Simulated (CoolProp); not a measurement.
Values from CoolProp's reference Helmholtz-energy equation of state, Jacobsen 1992.

**Question.** For R11, give the phase and the Joule-Thomson coefficient (K/MPa), expansivity (1/kK), Prandtl number at 346.1 K and 3.95 MPa.

**Answer.** 
- 346.1 K and 3.95 MPa: liquid; Joule-Thomson coefficient -0.266, expansivity 1.91, Prandtl number 3.59

Viscosity comes from a separate model (Klein 1997), an estimate that may be off by 10 % or more. Thermal conductivity comes from a separate model (McLinden 2000), an estimate that may be off by 10 % or more.
